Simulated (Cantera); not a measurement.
Input: 1 mol FeS, 0.21 mol H2S, 0.55 mol H2O, held at 16.0 bar.

Cantera equilibrium calculation (NASA polynomials, part measured and part estimated; ideal gas, pure solids and liquids). Candidate condensed phases: Fe, FeO, Fe(OH)2, Fe(OH)3, FeS, FeSO4, FeS2, Fe2O3, Fe2(SO4)3, Fe3O4, H2O, H2SO4, S; 22 gas species. FeS: taken at fixed stoichiometry. Gases not in the tables: S3 to S7. Rates play no part.

x: gas mole fraction; n: condensed amount in mol.

```
T (K)  x H2O  x H2S     x H2     x S2     x SO2  n FeS(s)  n FeS(l)
-----  -----  -----  -------  -------  --------  --------  --------
925    0.721  0.272  0.00504  0.00171  0.000519      1.00         0
1025   0.718  0.267   0.0105  0.00372  0.000959      1.00         0
1125   0.714  0.258   0.0190  0.00693   0.00160      1.00         0
1225   0.708  0.246   0.0310   0.0115   0.00250      1.00         0
1325   0.701  0.231   0.0465   0.0172   0.00368      1.00         0
1425   0.691  0.214      ___      ___       ___      1.00         0
1525   0.680  0.194   0.0857   0.0309   0.00711         0     1.000
1625   0.668  0.174    0.108   0.0378   0.00944         0     1.000
1725   0.655    ___      ___      ___       ___         0     1.000
1825   0.640  0.135    0.153   0.0493    0.0154         0     1.000
```

Question: Complete the blanks.

Answer: 
- 1425, x H2: 0.0650
- 1425, x S2: 0.0238
- 1425, x SO2: 0.00520
- 1725, x H2S: 0.154
- 1725, x H2: 0.131
- 1725, x S2: 0.0440
- 1725, x SO2: 0.0122
